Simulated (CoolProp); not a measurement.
Vapour-liquid equilibrium of R22 (1) + n-pentane (2) at 292 K; x and y are mole fractions of (1).

The numbers come from the multi-fluid Helmholtz-energy mixture model, Kamei 1995 and Thol 2019; pair parameters Bell 2016 in CoolProp.

| x | bubble pressure, mixture model (MPa) | bubble pressure, Raoult's law (MPa) | y, mixture model | y, Raoult's law |
|---|---|---|---|---|
| 0.05 | 0.1289 | 0.09545 | 0.588 | 0.462 |
| 0.2 | 0.3231 | 0.2195 | 0.848 | 0.803 |
| 0.35 | 0.4671 | 0.3436 | 0.904 | 0.898 |
| 0.5 | 0.5715 | 0.4676 | 0.929 | 0.942 |
| 0.65 | 0.6560 | 0.5917 | 0.947 | 0.968 |
| 0.8 | 0.7403 | 0.7157 | 0.965 | 0.985 |
| 0.95 | 0.8412 | 0.8398 | 0.990 | 0.997 |

The largest gap from Raoult's law is +47.2 % in bubble pressure, at x = 0.2. No azeotrope shows between x = 0.05 and 0.95.

Pair parameters are fitted to limited data, so mixtures are less certain than the pure fluids.
